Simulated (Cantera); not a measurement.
A closed system holds: 1 mol SiO2, 2.6 mol CH4, 0.31 mol H2, equilibrated at 1177 °C and 530000 Pa.

These are equilibrium values from Cantera (NASA tables, ideal gas, pure condensed phases), not measurements of a reactor. Candidate condensed phases: C, C6H6, C7H8, C8H18, H2O, Si, SiC, SiO2; 123 gas species. Mutual solubility and eutectic melting of coexisting phases are not modelled. The tables hold silica as quartz up to 1696 K and as liquid above; real silica turns to tridymite and cristobalite and melts near 1996 K. Rates play no part.

Base state: H2 0.981, CH4 0.0168, CO 0.00186, H2O 2.42e-5, C2H4 1.19e-5 (mole fractions); condensed: C(graphite) + SiC(s) + SiO2(β-quartz).

Problem. What changes in the equilibrium state with this change: SiO2 replaced by MgO?

Solution. 
```csv
species,before,after
H2,0.981,0.983
CH4,0.0168,0.0169
CO,0.00186,6.15e-5
Mg,0,6.10e-5
H2O,2.42e-5,8.00e-7
C2H4,1.19e-5,1.19e-5
"C(graphite), mol",2.49,2.51
"SiC(s), mol",0.00511,0
"SiO2(β-quartz), mol",0.995,0
"MgO(s), mol",0,1.000
```
Further candidate phases: Mg, MgCO3, MgO, Mg(OH)2.
